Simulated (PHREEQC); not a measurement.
A solution holds 0.02 mol K2CO3, 0.0022 mol K2SO4 and 0.0005 mol KH2PO4 per kg of water, at 25 °C. Closed to the air; pH follows from the charge balance.

Computed with PHREEQC (ion-association model, phreeqc.dat).

No solid was allowed to form.

Task: Estimate the pH.

Result: pH 11.03.

Task: In which forms is S present?

Result: SO4-2 88 %, KSO4- 12 % of the S.
